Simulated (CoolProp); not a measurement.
Model: reference Helmholtz-energy equation of state, Thol 2017, in CoolProp.

Give the vapour pressure (bar), liquid density (kg/m³), vapour density (kg/m³), liquid cp (kJ/(kg K)) of saturated octamethyltrisiloxane (MDM) at 416.4, 440.3, 448.3 K.


| T (K) | p (bar) | liquid density (kg/m³) | vapour density (kg/m³) | liquid cp (kJ/(kg K)) |
|---|---|---|---|---|
| 416.4 | 0.790 | 687 | 5.76 | 2.09 |
| 440.3 | 1.46 | 656 | 10.5 | 2.15 |
| 448.3 | 1.77 | 645 | 12.6 | 2.18 |
